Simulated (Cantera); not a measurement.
A closed system holds: 1 mol SiHCl3, 0.0052 mol C2H4, a varied amount of H2, at 950 °C and 2500 Pa.

Cantera equilibrium calculation (NASA polynomials, part measured and part estimated; ideal gas, pure solids and liquids). Candidate condensed phases: C, C6H6, C7H8, C8H18, Si, SiC; 109 gas species. Mutual solubility and eutectic melting of coexisting phases are not modelled. The tables' values for SiCl3 are old estimates; treat these amounts as uncertain. Rates play no part.

log p: log10 of the partial pressure in bar; n: condensed amount in mol.

```json
[
 {"n(H2) (mol)": "41", "log p H2": "-1.63", "log p HCl": "-2.93", "log p SiCl2": "-3.84", "log p SiCl4": "-4.46", "log p SiCl3": "-4.60", "log p SiHCl3": "?", "n Si(s)": "0.601", "n SiC(s)": "0.0104"},
 {"n(H2) (mol)": "54", "log p H2": "-1.62", "log p HCl": "-3.00", "log p SiCl2": "-4.00", "log p SiCl4": "-4.78", "log p SiCl3": "-4.84", "log p SiHCl3": "?", "n Si(s)": "0.665", "n SiC(s)": "0.0104"},
 {"n(H2) (mol)": "71", "log p H2": "-1.62", "log p HCl": "-3.09", "log p SiCl2": "-4.17", "log p SiCl4": "-5.12", "log p SiCl3": "-5.10", "log p SiHCl3": "?", "n Si(s)": "0.725", "n SiC(s)": "0.0104"},
 {"n(H2) (mol)": "94", "log p H2": "-1.61", "log p HCl": "-3.18", "log p SiCl2": "-4.36", "log p SiCl4": "-5.50", "log p SiCl3": "-5.38", "log p SiHCl3": "?", "n Si(s)": "0.779", "n SiC(s)": "0.0103"},
 {"n(H2) (mol)": "120", "log p H2": "-1.61", "log p HCl": "-3.27", "log p SiCl2": "-4.54", "log p SiCl4": "-5.86", "log p SiCl3": "-5.65", "log p SiHCl3": "?", "n Si(s)": "0.820", "n SiC(s)": "0.0103"},
 {"n(H2) (mol)": "160", "log p H2": "-1.61", "log p HCl": "-3.38", "log p SiCl2": "-4.76", "log p SiCl4": "-6.29", "log p SiCl3": "-5.98", "log p SiHCl3": "?", "n Si(s)": "0.859", "n SiC(s)": "0.0103"},
 {"n(H2) (mol)": "210", "log p H2": "-1.61", "log p HCl": "-3.48", "log p SiCl2": "-4.97", "log p SiCl4": "-6.72", "log p SiCl3": "-6.30", "log p SiHCl3": "?", "n Si(s)": "0.889", "n SiC(s)": "0.0103"},
 {"n(H2) (mol)": "280", "log p H2": "-1.61", "log p HCl": "-3.60", "log p SiCl2": "-5.21", "log p SiCl4": "-7.19", "log p SiCl3": "-6.65", "log p SiHCl3": "?", "n Si(s)": "0.913", "n SiC(s)": "0.0102"},
 {"n(H2) (mol)": "370", "log p H2": "-1.61", "log p HCl": "-3.71", "log p SiCl2": "-5.44", "log p SiCl4": "-7.65", "log p SiCl3": "-6.99", "log p SiHCl3": "?", "n Si(s)": "0.931", "n SiC(s)": "0.0102"}
]
```

Some entries are withheld; supply them.


- 41, log p SiHCl3: -4.67
- 54, log p SiHCl3: -4.90
- 71, log p SiHCl3: -5.16
- 94, log p SiHCl3: -5.45
- 120, log p SiHCl3: -5.71
- 160, log p SiHCl3: -6.04
- 210, log p SiHCl3: -6.36
- 280, log p SiHCl3: -6.71
- 370, log p SiHCl3: -7.05
